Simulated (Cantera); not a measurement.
Cantera run, input and output.

```python
import numpy as np
import cantera as ct

gas = ct.Solution("gri30.yaml")
gas.TPX = 950, 780, {'H2': 0.027, 'O2': 1, 'N2': 0.65}
reactor = ct.IdealGasConstPressureReactor(gas, energy="off", clone=False)
net = ct.ReactorNet([reactor])
net.rtol, net.atol = 1e-08, 1e-18
show = ['H2', 'O2', 'H2O', 'O', 'H2O2', 'H']
times = np.geomspace(2e-06, 3, 15)

steps = ct.SolutionArray(gas, extra=["t"])
rows = []
print(f"{'t/s':>10s}{'T/K':>9s}{'P/Pa':>11s}" + "".join(f"{s:>11s}" for s in show))
for t in times:
    while net.time < t:
        t_next = net.step()
        steps.append(gas.state, t=t_next)
    rows.append([np.interp(t, steps.t, y) for y in (steps.T, steps.P, *steps(*show).X.T)])
    print(f"{t:10.3e}{rows[-1][0]:9.1f}{rows[-1][1]:11.4g}" + "".join(f"{x:11.3e}" for x in rows[-1][2:]))
rate = np.gradient(steps.T, steps.t)
print("integrator steps:", len(steps.t))
if steps.T.max() > steps.T[0] + 200:
    print(f"time of steepest temperature rise: {steps.t[rate.argmax()]:.4e} s")
gas.TPX = 950, 780, {'H2': 0.027, 'O2': 1, 'N2': 0.65}
gas.equilibrate("TP")
print(f"equilibrium (TP): T = {gas.T:.1f} K  " + "  ".join(f"{s} {gas[s].X[0]:.3e}" for s in show))
```

Output:

```
       t/s      T/K       P/Pa         H2         O2        H2O          O       H2O2          H
 2.000e-06    950.0        780  1.610e-02  5.963e-01  8.373e-20  5.281e-17  1.422e-21  2.575e-14
 5.523e-06    950.0        780  1.610e-02  5.963e-01  1.516e-18  3.844e-16  1.038e-20  7.088e-14
 1.525e-05    950.0        780  1.610e-02  5.963e-01  3.035e-17  2.884e-15  7.855e-20  1.939e-13
 4.212e-05    950.0        780  1.610e-02  5.963e-01  5.324e-16  2.108e-14  5.846e-19  5.227e-13
 1.163e-04    950.0        780  1.610e-02  5.963e-01  1.025e-14  1.527e-13  4.447e-18  1.356e-12
 3.212e-04    950.0        780  1.610e-02  5.963e-01  1.846e-13  1.037e-12  3.392e-17  3.277e-12
 8.870e-04    950.0        780  1.610e-02  5.963e-01  2.801e-12  6.449e-12  2.593e-16  7.698e-12
 2.449e-03    950.0        780  1.610e-02  5.963e-01  3.783e-11  4.346e-11  1.994e-15  2.523e-11
 6.764e-03    950.0        780  1.610e-02  5.963e-01  9.412e-10  7.087e-10  1.609e-14  3.055e-10
 1.868e-02    950.0        780  1.610e-02  5.963e-01  7.293e-07  5.062e-07  1.105e-12  2.128e-07
 5.159e-02    950.0        780  1.193e-03  5.873e-01  1.283e-02  6.221e-03  4.825e-08  3.386e-03
 1.425e-01    950.0        780  1.024e-04  5.901e-01  1.564e-02  3.387e-03  1.669e-08  6.261e-04
 3.934e-01    950.0        780  2.217e-05  5.923e-01  1.610e-02  8.208e-04  1.466e-08  6.701e-05
 1.086e+00    950.0        780  3.365e-06  5.929e-01  1.620e-02  1.332e-04  1.159e-08  4.262e-06
 3.000e+00    950.0        780  4.525e-07  5.930e-01  1.622e-02  1.963e-05  6.991e-09  2.420e-07
integrator steps: 1344
equilibrium (TP): T = 950.0 K  H2 4.377e-12  O2 5.930e-01  H2O 1.623e-02  O 2.789e-10  H2O2 1.586e-12  H 1.327e-14
```

Cantera simulation using GRI-Mech 3.0 (53 species, 325 reactions); the numbers are that mechanism's predictions, not measurements. Radical loss at walls, strong at low pressure, is not modelled.
